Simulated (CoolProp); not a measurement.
R134a along the isobar 165 bar: fugacity coefficient from the reference equation and from simpler models built on Tc = 374.2 K, pc = 40.59 bar, ω = 0.327; each cubic takes its own stable root.

Values from CoolProp's reference Helmholtz-energy equation of state, Tillner-Roth 1994.

```
T (K)   phase  reference
-----  ------  ---------
201.3  liquid  0.0008123
213    liquid   0.001786
224.8  liquid   0.003569
236.5  liquid   0.006514
248.3  liquid    0.01112
260.1  liquid    0.01784
271.8  liquid    0.02705
283.6  liquid    0.03933
295.4  liquid    0.05493
307.1  liquid    0.07392
318.9  liquid    0.09671
```

### Question
How far does each simpler model (Redlich-Kwong, Soave-Redlich-Kwong) lie from the reference over these 11 states: mean and median of the absolute difference, and the worst?

### Answer
- Redlich-Kwong: mean 126.1 %, median 103.6 %, worst +285.9 % at 201.3 K and 165 bar
- Soave-Redlich-Kwong: mean 9.4 %, median 9.4 %, worst +11.3 % at 318.9 K and 165 bar
